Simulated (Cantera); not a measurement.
## HMDSO + H2O (silicon oxide and oxynitride deposition)

Input: 1 mol HMDSO, a varied amount of H2O, equilibrated at 1148.15 K and 1000 Pa.

Method: chemical equilibrium by Gibbs-energy minimisation in Cantera with the NASA 1993 tables (ideal gas, pure condensed phases). Candidate condensed phases: C, C6H6, C7H8, C8H18, H2O, Si, SiC, SiO2; 123 gas species. The feed counts by its element totals alone. Mutual solubility and eutectic melting of coexisting phases are not modelled. The tables hold silica as quartz up to 1696 K and as liquid above; real silica turns to tridymite and cristobalite and melts near 1996 K. The numbers say what is thermodynamically allowed, not how fast it happens.

From 0.19 mol H2O to 2.5 mol H2O the condensed part is C(graphite) + SiC(s) + SiO2(β-quartz). From 3.5 mol H2O to 6.7 mol H2O the condensed part is C(graphite) + SiO2(β-quartz). At 9.2 mol H2O the condensed part is SiO2(β-quartz).

```
n(H2O) (mol)  log p H2  log p CO  log p H2O  log p CO2  log p CH4  log p H  log p SiO  n C(graphite)  n SiC(s)  n SiO2(β-quartz)
------------  --------  --------  ---------  ---------  ---------  -------  ---------  -------------  --------  ----------------
0.19             -2.00     -4.86      -8.18     -11.11      -5.63    -8.14      -8.41           4.57      1.41             0.589
0.27             -2.00     -4.86      -8.18     -11.11      -5.63    -8.14      -8.41           4.61      1.37             0.629
0.37             -2.00     -4.86      -8.18     -11.11      -5.63    -8.14      -8.41           4.66      1.32             0.678
0.51             -2.00     -4.86      -8.18     -11.11      -5.63    -8.14      -8.41           4.73      1.25             0.748
0.7              -2.00     -4.86      -8.18     -11.11      -5.63    -8.14      -8.41           4.83      1.16             0.843
0.97             -2.00     -4.86      -8.18     -11.11      -5.63    -8.14      -8.41           4.96      1.02             0.978
1.3              -2.00     -4.86      -8.18     -11.11      -5.63    -8.14      -8.41           5.13     0.857              1.14
1.8              -2.00     -4.86      -8.18     -11.11      -5.63    -8.14      -8.41           5.37     0.607              1.39
2.5              -2.00     -4.86      -8.18     -11.11      -5.63    -8.14      -8.41           5.72     0.258              1.74
3.5              -2.02     -3.42      -6.75      -8.22      -5.66    -8.15      -9.85           5.50         0              2.00
4.8              -2.05     -2.94      -6.31      -7.27      -5.73    -8.17     -10.33           4.20         0              2.00
6.7              -2.09     -2.72      -6.13      -6.83      -5.81    -8.19     -10.55           2.30         0              2.00
9.2              -2.13     -2.61      -4.19      -4.74      -7.74    -8.21     -12.52              0         0              2.00
```
log p: log10 of the partial pressure in bar; n: condensed amount in mol.
